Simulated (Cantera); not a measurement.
What does this Cantera script print?

```python
import numpy as np
import cantera as ct

gas = ct.Solution("h2o2.yaml")
gas.TPX = 325, 11000, {'H2': 1, 'O2': 0.333, 'N2': 1.4, 'H2O': 0.07}
flame = ct.FreeFlame(gas, width=0.19)
flame.set_refine_criteria(ratio=3, slope=0.08, curve=0.16)
flame.transport_model = "mixture-averaged"
flame.solve(loglevel=0, auto=True)
z, T = flame.grid, flame.T
thick = (T[-1] - T[0]) / np.gradient(T, z).max()
show = ['H2', 'O2', 'H2O', 'H', 'OH', 'HO2']
print(f"laminar burning velocity  {flame.velocity[0] * 100:.3f} cm/s")
print(f"burnt temperature         {T[-1]:.1f} K")
print(f"thermal thickness         {thick * 1e3:.4f} mm")
print(f"grid points               {len(z)}")
z0 = z[flame.heat_release_rate.argmax()]
print(f"{'z/mm':>9s}{'T/K':>9s}{'u/(m/s)':>9s}" + "".join(f"{s:>11s}" for s in show))
rows = []
for k in (-3, -2, -1.5, -1, -0.5, -0.25, 0, 0.25, 0.5, 1, 2, 4, 8):
    zz = z0 + k * thick
    rows.append([k * thick, np.interp(zz, z, T), np.interp(zz, z, flame.velocity),
                 *(np.interp(zz, z, flame.X[gas.species_index(s)]) for s in show)])
    print(f"{rows[-1][0] * 1e3:9.3f}{rows[-1][1]:9.1f}{rows[-1][2]:9.3f}" + "".join(f"{x:11.3e}" for x in rows[-1][3:]))
```

Output:

```
laminar burning velocity  234.448 cm/s
burnt temperature         2105.3 K
thermal thickness         6.4696 mm
grid points               141
     z/mm      T/K  u/(m/s)         H2         O2        H2O          H         OH        HO2
  -19.409    325.0    2.344  3.568e-01  1.188e-01  2.497e-02  7.293e-20  1.616e-19  3.506e-17
  -12.939    325.0    2.344  3.568e-01  1.188e-01  2.497e-02  5.918e-18  1.279e-17  2.217e-14
   -9.704    325.0    2.344  3.568e-01  1.188e-01  2.497e-02  3.581e-16  6.595e-16  2.164e-12
   -6.470    325.0    2.344  3.568e-01  1.188e-01  2.497e-02  1.351e-12  6.083e-13  1.031e-09
   -3.235    328.4    2.365  3.555e-01  1.190e-01  2.507e-02  3.923e-06  3.490e-06  2.802e-05
   -1.617    550.8    3.885  3.270e-01  1.141e-01  4.130e-02  5.745e-03  6.463e-04  5.684e-05
    0.000    982.9    6.725  2.177e-01  7.898e-02  1.222e-01  5.197e-02  1.249e-03  1.442e-05
    1.617   1253.3    8.493  1.130e-01  1.920e-02  2.346e-01  9.324e-02  3.537e-03  3.084e-06
    3.235   1360.0    9.164  9.647e-02  6.902e-03  2.592e-01  9.399e-02  4.497e-03  1.011e-06
    6.470   1469.4    9.830  1.006e-01  4.896e-03  2.644e-01  8.207e-02  5.534e-03  6.282e-07
   12.939   1590.9   10.550  1.073e-01  3.845e-03  2.687e-01  6.723e-02  6.406e-03  4.362e-07
   25.879   1715.1   11.268  1.133e-01  2.704e-03  2.741e-01  5.222e-02  6.773e-03  2.824e-07
   51.757   1833.0   11.931  1.186e-01  1.650e-03  2.802e-01  3.814e-02  6.400e-03  1.694e-07
```

Cantera simulation using the H2/O2 subset of GRI-Mech 3.0, which has no nitrogen chemistry; the numbers are that mechanism's predictions, not measurements. Burning velocities carry a grid error of a few per cent, more on coarse grids.
